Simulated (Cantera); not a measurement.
**Stirred combustor or abatement burner**

A perfectly stirred reactor is fed with CH₄ : CO : O₂ : N₂ = 1 : 0.86 : 2.79 : 10.5 (molar parts), at 60000 Pa; it is adiabatic with a 350 K inlet, and is followed from long to short residence time, starting on the burning branch (τ in s: 0.16, 0.069, 0.03, 0.013, 0.0058, 0.0025, 0.0011, 0.00049, 0.00021, 9.4e-05, 4.1e-05, 1.8e-05).

Computed with Cantera and GRI-Mech 3.0 (53 species, 325 reactions).

```json
[
 {"τ (s)": "0.16", "T (K)": "2156", "x CH₄": "2.51e-6", "x CO": "0.00656", "x O₂": "0.0265", "x O": "0.000653", "x CH₃": "1.02e-6"},
 {"τ (s)": "0.069", "T (K)": "2138", "x CH₄": "4.89e-6", "x CO": "0.00829", "x O₂": "0.0276", "x O": "0.000868", "x CH₃": "1.90e-6"},
 {"τ (s)": "0.030", "T (K)": "2107", "x CH₄": "8.95e-6", "x CO": "0.0111", "x O₂": "0.0291", "x O": "0.00126", "x CH₃": "3.26e-6"},
 {"τ (s)": "0.013", "T (K)": "2061", "x CH₄": "1.61e-5", "x CO": "0.0149", "x O₂": "0.0312", "x O": "0.00190", "x CH₃": "5.36e-6"},
 {"τ (s)": "0.0058", "T (K)": "2005", "x CH₄": "2.88e-5", "x CO": "0.0193", "x O₂": "0.0336", "x O": "0.00280", "x CH₃": "8.62e-6"},
 {"τ (s)": "0.0025", "T (K)": "1933", "x CH₄": "5.50e-5", "x CO": "0.0243", "x O₂": "0.0364", "x O": "0.00402", "x CH₃": "1.45e-5"},
 {"τ (s)": "0.0011", "T (K)": "1853", "x CH₄": "0.000110", "x CO": "0.0295", "x O₂": "0.0396", "x O": "0.00536", "x CH₃": "2.49e-5"},
 {"τ (s)": "0.00049", "T (K)": "1765", "x CH₄": "0.000240", "x CO": "0.0357", "x O₂": "0.0437", "x O": "0.00651", "x CH₃": "4.56e-5"},
 {"τ (s)": "0.00021", "T (K)": "1657", "x CH₄": "0.000664", "x CO": "0.0466", "x O₂": "0.0510", "x O": "0.00663", "x CH₃": "9.97e-5"},
 {"τ (s)": "9.4e-5", "T (K)": "350", "x CH₄": "0.0660", "x CO": "0.0568", "x O₂": "0.184", "x O": "<1e-12", "x CH₃": "<1e-12"},
 {"τ (s)": "4.1e-5", "T (K)": "350", "x CH₄": "0.0660", "x CO": "0.0568", "x O₂": "0.184", "x O": "<1e-12", "x CH₃": "<1e-12"},
 {"τ (s)": "1.8e-5", "T (K)": "350", "x CH₄": "0.0660", "x CO": "0.0568", "x O₂": "0.184", "x O": "<1e-12", "x CH₃": "<1e-12"}
]
```
x: mole fraction; the columns are a selection and need not sum to one.
